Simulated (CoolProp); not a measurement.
Toluene at 499.97 K and 2.51 MPa is throttled through a valve to 0.262 MPa with no heat exchange. Each further row changes one setting.

The numbers come from the reference Helmholtz-energy equation of state, Lemmon 2006 in CoolProp. It is a short technical equation, of lower accuracy than the large ones.

```tsv
case	temperature change (K)	final phase	final density (kg/m³)
as stated	?	?	?
outlet pressure 0.0786 MPa	?	two-phase, vapour fraction 0.759	?
outlet pressure 0.341 MPa	?	?	19.6
```

Problem. Complete the blanks.

Solution. 
- as stated, temperature change (K): -79.0
- as stated, final phase: two-phase, vapour fraction 0.548
- as stated, final density (kg/m³): 13.6
- outlet pressure 0.0786 MPa, temperature change (K): -124.9
- outlet pressure 0.0786 MPa, final density (kg/m³): 3.17
- outlet pressure 0.341 MPa, temperature change (K): -67.2
- outlet pressure 0.341 MPa, final phase: two-phase, vapour fraction 0.484
